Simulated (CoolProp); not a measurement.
Values from CoolProp's reference Helmholtz-energy equation of state, Lemmon 2006. It is a short technical equation, of lower accuracy than the large ones.

Task: For nitrous oxide, give the phase and the density (kg/m³), isothermal compressibility (1/MPa), expansivity (1/kK), fugacity coefficient at 27.45 °C and 165 bar.

Result: 
- 27.45 °C and 165 bar: liquid; density 868, isothermal compressibility 0.00835, expansivity 5.30, fugacity coefficient 0.314
